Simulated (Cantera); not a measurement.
# Carbothermic reduction: SiO2 + C + CO

Feed: 1 mol SiO2, 5.1 mol C, 0.43 mol CO, at 6.30 mbar.

These are equilibrium values from Cantera (NASA tables, ideal gas, pure condensed phases), not measurements of a reactor. Candidate condensed phases: C, Si, SiC, SiO2; 20 gas species. The tables hold silica as quartz up to 1696 K and as liquid above; real silica turns to tridymite and cristobalite and melts near 1996 K. Equilibrium is a limit: real reactors are often held back by kinetics, nucleation or transport.

At 800 K the condensed part is C(graphite) + SiO2(α-quartz). From 875 K to 1400 K the condensed part is C(graphite) + SiO2(β-quartz).

| T (K) | log p CO | log p CO2 | log p SiO | n C(graphite) | n SiO2(α-quartz) | n SiO2(β-quartz) |
|---|---|---|---|---|---|---|
| 800 | -2.36 | -2.72 | <-14 | 5.20 | 1.00 | 0 |
| 875 | -2.23 | -3.42 | <-14 | 5.12 | 0 | 1.00 |
| 950 | -2.21 | -4.19 | <-14 | 5.10 | 0 | 1.00 |
| 1025 | -2.20 | -4.87 | <-14 | 5.10 | 0 | 1.00 |
| 1100 | -2.20 | -5.46 | -12.43 | 5.10 | 0 | 1.00 |
| 1175 | -2.20 | -5.97 | -10.35 | 5.10 | 0 | 1.00 |
| 1250 | -2.20 | -6.42 | -8.53 | 5.10 | 0 | 1.00 |
| 1325 | -2.20 | -6.81 | -6.92 | 5.10 | 0 | 1.000 |
| 1400 | -2.20 | -7.17 | -5.48 | 5.10 | 0 | 1.000 |
log p: log10 of the partial pressure in bar; n: condensed amount in mol.
